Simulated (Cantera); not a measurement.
Mixture: H2 : O2 : N2 = 1 : 0.781 : 4.69 (molar parts), at 1.01 bar, adiabatic and at constant pressure. Ignition delay is the time to a rise of 400 K.

Model: the H2/O2 subset of GRI-Mech 3.0, which has no nitrogen chemistry, integrated in Cantera. Where the delays flatten at high temperature, the 400 K rule measures the pace of heat release, not the induction time.

Problem. What does this change do: O2 0.781 to 0.99 parts?

Solution. 
```json
[
 {"quantity": "delay at 1173 K", "before": "81.7 µs", "after": "70.9 µs"},
 {"quantity": "delay at 1373 K", "before": "43.2 µs", "after": "37.3 µs"},
 {"quantity": "delay at 1573 K", "before": "38.7 µs", "after": "33.4 µs"},
 {"quantity": "delay at 1773 K", "before": "45.2 µs", "after": "39.0 µs"},
 {"quantity": "delay at 1973 K", "before": "58.1 µs", "after": "50.5 µs"}
]
```

Problem. What does this change do: pressure from 1.01 bar to 0.400 bar?

Solution. 
```csv
quantity,before,after
delay at 1173 K,81.7 µs,0.233 ms
delay at 1373 K,43.2 µs,0.171 ms
delay at 1573 K,38.7 µs,0.195 ms
delay at 1773 K,45.2 µs,0.258 ms
delay at 1973 K,58.1 µs,0.351 ms
```
